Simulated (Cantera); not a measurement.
Input: 1 mol Cu2O, 5.9 mol CH4, 1.3 mol CO, held at 7.60 bar.

These are equilibrium values from Cantera (NASA tables, ideal gas, pure condensed phases), not measurements of a reactor. Candidate condensed phases: C, C6H6, C7H8, C8H18, Cu, CuO, Cu(OH)2, Cu2O, H2O; 113 gas species. Kinetics and transport are ignored.

x: gas mole fraction; n: condensed amount in mol.

| T (K) | x H2 | x CO | x CH4 | x H2O | x CO2 | n C(graphite) | n Cu(s) | n Cu(l) |
|---|---|---|---|---|---|---|---|---|
| 1348 | 0.803 | 0.162 | 0.0286 | 0.00576 | … | 4.60 | 2.00 | 0 |
| 1398 | 0.811 | 0.163 | 0.0218 | 0.00380 | … | 4.66 | 0 | 2.00 |
| 1448 | 0.817 | 0.163 | 0.0169 | 0.00257 | … | 4.70 | 0 | 2.00 |
| 1498 | 0.821 | 0.164 | 0.0133 | 0.00178 | … | 4.74 | 0 | 2.00 |
| 1548 | 0.824 | 0.164 | 0.0106 | 0.00126 | … | 4.77 | 0 | 2.00 |
| 1598 | 0.827 | 0.164 | 0.00855 | 0.000910 | … | 4.79 | 0 | 2.00 |
| 1648 | 0.829 | 0.164 | 0.00699 | 0.000671 | … | 4.81 | 0 | 2.00 |
| 1698 | 0.830 | 0.164 | 0.00578 | 0.000503 | … | 4.82 | 0 | 2.00 |
| 1748 | 0.831 | 0.164 | 0.00483 | 0.000384 | … | 4.83 | 0 | 2.00 |
| 1798 | 0.832 | 0.163 | 0.00407 | 0.000298 | … | 4.84 | 0 | 2.00 |
| 1848 | 0.832 | 0.163 | 0.00347 | 0.000234 | … | 4.85 | 0 | 2.00 |

Problem. Complete the blanks.

Solution. 
- 1348, x CO2: 0.000594
- 1398, x CO2: 0.000353
- 1448, x CO2: 0.000217
- 1498, x CO2: 0.000137
- 1548, x CO2: 8.96e-5
- 1598, x CO2: 6.01e-5
- 1648, x CO2: 4.13e-5
- 1698, x CO2: 2.91e-5
- 1748, x CO2: 2.09e-5
- 1798, x CO2: 1.53e-5
- 1848, x CO2: 1.15e-5
